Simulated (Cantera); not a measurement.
What does this Cantera script print?

```python
import numpy as np
import cantera as ct

gas = ct.Solution("gri30.yaml")
gas.TPX = 1123, 101325, {'CO': 1, 'H2': 0.33, 'CH4': 0.034, 'O2': 0.991, 'N2': 3.72}
reactor = ct.IdealGasReactor(gas, energy="on", clone=False)
net = ct.ReactorNet([reactor])
net.rtol, net.atol = 1e-08, 1e-16
show = ['CO', 'H2', 'CH4', 'CH3', 'HO2', 'NO2', 'CH2']
times = np.geomspace(2e-06, 10, 11)

steps = ct.SolutionArray(gas, extra=["t"])
rows = []
print(f"{'t/s':>10s}{'T/K':>9s}{'P/Pa':>11s}" + "".join(f"{s:>11s}" for s in show))
for t in times:
    while net.time < t:
        t_next = net.step()
        steps.append(gas.state, t=t_next)
    rows.append([np.interp(t, steps.t, y) for y in (steps.T, steps.P, *steps(*show).X.T)])
    print(f"{t:10.3e}{rows[-1][0]:9.1f}{rows[-1][1]:11.4g}" + "".join(f"{x:11.3e}" for x in rows[-1][2:]))
rate = np.gradient(steps.T, steps.t)
print("integrator steps:", len(steps.t))
if steps.T.max() > steps.T[0] + 200:
    print(f"time of steepest temperature rise: {steps.t[rate.argmax()]:.4e} s")
gas.TPX = 1123, 101325, {'CO': 1, 'H2': 0.33, 'CH4': 0.034, 'O2': 0.991, 'N2': 3.72}
gas.equilibrate("UV")
print(f"equilibrium (UV): T = {gas.T:.1f} K  " + "  ".join(f"{s} {gas[s].X[0]:.3e}" for s in show))
```

Result:

```
       t/s      T/K       P/Pa         CO         H2        CH4        CH3        HO2        NO2        CH2
 2.000e-06   1123.0  1.013e+05  1.646e-01  5.432e-02  5.597e-03  6.951e-11  3.086e-10  7.688e-30  7.908e-20
 9.352e-06   1123.0  1.013e+05  1.646e-01  5.432e-02  5.597e-03  1.574e-09  2.730e-09  7.155e-27  1.803e-17
 4.373e-05   1123.0  1.013e+05  1.646e-01  5.432e-02  5.596e-03  2.388e-07  2.977e-07  4.597e-21  2.317e-13
 2.045e-04   2452.8  2.075e+05  6.363e-02  4.661e-03  5.725e-17  1.132e-15  7.772e-06  9.668e-08  1.366e-15
 9.564e-04   2733.7  2.269e+05  4.398e-02  2.783e-03  8.460e-17  1.170e-15  9.315e-06  3.854e-06  1.963e-15
 4.472e-03   2722.6  2.258e+05  4.350e-02  2.770e-03  8.464e-17  1.129e-15  8.652e-06  8.405e-06  1.793e-15
 2.091e-02   2722.0  2.257e+05  4.347e-02  2.769e-03  8.464e-17  1.127e-15  8.615e-06  8.648e-06  1.784e-15
 9.779e-02   2722.0  2.257e+05  4.347e-02  2.769e-03  8.464e-17  1.127e-15  8.615e-06  8.648e-06  1.784e-15
 4.573e-01   2722.0  2.257e+05  4.347e-02  2.769e-03  8.464e-17  1.127e-15  8.615e-06  8.648e-06  1.784e-15
 2.138e+00   2722.0  2.257e+05  4.347e-02  2.769e-03  8.464e-17  1.127e-15  8.615e-06  8.648e-06  1.784e-15
 1.000e+01   2722.0  2.257e+05  4.347e-02  2.769e-03  8.464e-17  1.127e-15  8.615e-06  8.648e-06  1.784e-15
integrator steps: 1605
time of steepest temperature rise: 1.3077e-04 s
equilibrium (UV): T = 2722.0 K  CO 4.347e-02  H2 2.769e-03  CH4 1.208e-16  CH3 1.609e-15  HO2 8.615e-06  NO2 8.648e-06  CH2 2.180e-15
```

Cantera simulation using GRI-Mech 3.0 (53 species, 325 reactions); the numbers are that mechanism's predictions, not measurements.
